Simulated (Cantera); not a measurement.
Mixture: H2 : O2 : N2 = 1 : 0.5 : 1.88 (molar parts), equivalence ratio 1.0, at 9.87 atm, adiabatic and at constant pressure. Ignition delay is the time to a rise of 400 K.

Computed with Cantera and the H2/O2 subset of GRI-Mech 3.0, which has no nitrogen chemistry. The hydrogen kinetics of GRI-Mech 3.0 are dated; newer H2 mechanisms differ, most at raised pressure. Where the delays flatten at high temperature, the 400 K rule measures the pace of heat release, not the induction time.

Problem. What does this change do: H2 1 to 0.58 parts?

Solution. 
```tsv
quantity	before	after
delay at 1075 K	1.56 ms	1.97 ms
delay at 1225 K	25.2 µs	24.1 µs
delay at 1375 K	2.70 µs	2.85 µs
delay at 1525 K	1.34 µs	1.45 µs
delay at 1675 K	0.865 µs	0.961 µs
```
